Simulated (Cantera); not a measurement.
Charge: 1 mol Si, 1.8 mol CO2, 200 mol H2, at 1327 °C and 66000 Pa.

Cantera equilibrium calculation (NASA polynomials, part measured and part estimated; ideal gas, pure solids and liquids). The tables hold silica as quartz up to 1696 K and as liquid above; real silica turns to tridymite and cristobalite and melts near 1996 K. The numbers say what is thermodynamically allowed, not how fast it happens.

```
species                before    after
-------------------  --------  -------
H2                      0.990    0.988
CO                    0.00879   0.0109
H2O                   4.25e-5  0.00103
SiO                  0.000907  3.73e-5
CH4                  0.000125  6.33e-6
H                     6.66e-5  6.65e-5
SiO2(β-quartz), mol     0.817    0.992
```
Gas species are given as mole fractions.

Task: Which change was made?
A) CO2 from 1.8 to 2.2 mol
B) temperature from 1327 °C to 1550 °C
C) CO2 from 1.8 to 0.028 mol
D) temperature from 1327 °C to 977 °C

Result: A, CO2 from 1.8 to 2.2 mol
